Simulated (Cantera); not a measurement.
Cantera run, input and output.

```python
import numpy as np
import cantera as ct

gas = ct.Solution("h2o2.yaml")
gas.TPX = 600, 14000, {'H2': 1, 'O2': 0.847, 'N2': 3.19}
flame = ct.FreeFlame(gas, width=0.16)
flame.set_refine_criteria(ratio=3, slope=0.08, curve=0.16)
flame.transport_model = "mixture-averaged"
flame.solve(loglevel=0, auto=True)
flame.transport_model = "multicomponent"
flame.soret_enabled = False
flame.solve(loglevel=0, refine_grid=True)
z, T = flame.grid, flame.T
thick = (T[-1] - T[0]) / np.gradient(T, z).max()
show = ['H2', 'O2', 'H', 'H2O', 'HO2', 'H2O2']
print(f"laminar burning velocity  {flame.velocity[0] * 100:.3f} cm/s")
print(f"burnt temperature         {T[-1]:.1f} K")
print(f"thermal thickness         {thick * 1e3:.4f} mm")
print(f"grid points               {len(z)}")
z0 = z[flame.heat_release_rate.argmax()]
print(f"{'z/mm':>9s}{'T/K':>9s}{'u/(m/s)':>9s}" + "".join(f"{s:>11s}" for s in show))
rows = []
for k in (-3, -2, -1.5, -1, -0.5, -0.25, 0, 0.25, 0.5, 1, 2, 4, 8):
    zz = z0 + k * thick
    rows.append([k * thick, np.interp(zz, z, T), np.interp(zz, z, flame.velocity),
                 *(np.interp(zz, z, flame.X[gas.species_index(s)]) for s in show)])
    print(f"{rows[-1][0] * 1e3:9.3f}{rows[-1][1]:9.1f}{rows[-1][2]:9.3f}" + "".join(f"{x:11.3e}" for x in rows[-1][3:]))
```

It prints:

```
laminar burning velocity  420.720 cm/s
burnt temperature         2041.8 K
thermal thickness         5.8109 mm
grid points               135
     z/mm      T/K  u/(m/s)         H2         O2          H        H2O        HO2       H2O2
  -17.433    600.0    4.207  1.985e-01  1.682e-01  1.441e-15 -3.165e-14  1.492e-13  1.086e-14
  -11.622    600.0    4.207  1.985e-01  1.682e-01  7.585e-12  6.467e-12  1.451e-10  1.984e-14
   -8.716    600.0    4.207  1.985e-01  1.682e-01  7.131e-10  3.062e-10  6.283e-09  7.363e-13
   -5.811    600.0    4.207  1.985e-01  1.682e-01  2.524e-07  1.136e-07  8.876e-07  6.090e-10
   -2.905    611.1    4.276  1.960e-01  1.681e-01  2.873e-04  8.338e-04  5.709e-05  1.061e-06
   -1.453    731.1    5.052  1.738e-01  1.647e-01  5.513e-03  1.262e-02  3.942e-05  1.207e-06
    0.000   1054.3    7.084  8.370e-02  1.318e-01  3.247e-02  8.368e-02  1.994e-05  9.683e-07
    1.453   1307.3    8.688  2.300e-02  8.971e-02  4.261e-02  1.552e-01  1.132e-05  1.171e-06
    2.905   1428.2    9.434  1.673e-02  8.213e-02  3.569e-02  1.686e-01  8.737e-06  8.620e-07
    5.811   1558.9   10.214  1.535e-02  7.920e-02  2.579e-02  1.767e-01  6.795e-06  5.031e-07
   11.622   1691.6   10.982  1.309e-02  7.705e-02  1.645e-02  1.855e-01  5.124e-06  2.615e-07
   23.244   1813.4   11.669  9.830e-03  7.563e-02  9.003e-03  1.947e-01  3.636e-06  1.412e-07
   46.488   1913.6   12.222  6.267e-03  7.501e-02  4.021e-03  2.031e-01  2.387e-06  8.316e-08
```

Cantera simulation using the H2/O2 subset of GRI-Mech 3.0, which has no nitrogen chemistry; the numbers are that mechanism's predictions, not measurements. Burning velocities carry a grid error of a few per cent, more on coarse grids. Lean hydrogen flames are cellular in practice and burn faster than this planar one.
